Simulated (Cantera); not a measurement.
A perfectly stirred reactor is fed with 30.9 % H2, 37.2 % O2, 32.0 % N2, at 0.650 bar; it is held at 1400 K, and followed from long to short residence time.

Model: GRI-Mech 3.0 (53 species, 325 reactions), integrated in Cantera. The temperature is held fixed by assumption; the heat of reaction is taken as removed at once.

x: mole fraction; the columns are a selection and need not sum to one.

```csv
τ (s),x H2,x O2,x H,x O,x NO,x H2O
4.8,2.31e-5,0.257,2.35e-7,7.47e-6,6.29e-7,0.365
1.9,4.29e-5,0.257,5.87e-7,1.39e-5,7.36e-7,0.365
0.78,[?],0.257,[?],[?],8.05e-7,0.364
0.31,0.000144,0.257,3.62e-6,4.78e-5,7.95e-7,0.364
0.13,0.000256,0.257,8.70e-6,8.73e-5,7.09e-7,0.364
0.051,0.000474,0.257,2.24e-5,0.000167,5.81e-7,0.364
0.021,0.000849,0.257,5.48e-5,0.000310,4.83e-7,0.363
0.0083,[?],0.257,[?],[?],4.46e-7,0.362
```

Fill in the missing entries.


- 0.78, x H2: 7.77e-5
- 0.78, x H: 1.43e-6
- 0.78, x O: 2.54e-5
- 0.0083, x H2: 0.00155
- 0.0083, x H: 0.000139
- 0.0083, x O: 0.000589
